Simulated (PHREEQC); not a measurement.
A solution holds 1.4 mol/kgw KOH, 0.0025 mol/kgw Na2B4O7 and 0.17 mol/kgw LiBr, at 25 °C. Closed to the air; pH follows from the charge balance.

Equilibrium calculation in PHREEQC: Pitzer model, pitzer.dat.

```
Property                   Result
-------------------  ------------
pH                          14.09
ionic strength       1.57 mol/kgw
activity of water           0.944
density               1.073 g/cm³
osmotic coefficient         1.012
total alkalinity      1400 meq/kg
```

| species | molality | activity | log γ |
|---|---|---|---|
| K+ | 1.40 | 0.965 | -0.162 |
| OH- | 1.40 | 1.18 | -0.073 |
| Br- | 0.170 | 0.0964 | -0.246 |
| Li+ | 0.170 | 0.0788 | -0.334 |
| B(OH)4- | 0.0100 | 0.00577 | -0.239 |
| Na+ | 0.00500 | 0.00288 | -0.240 |
| B(OH)3 | 1.27e-7 | 8.59e-8 | -0.171 |

No solid was allowed to form. In brines, pH and single-ion activities rest on the MacInnes convention.
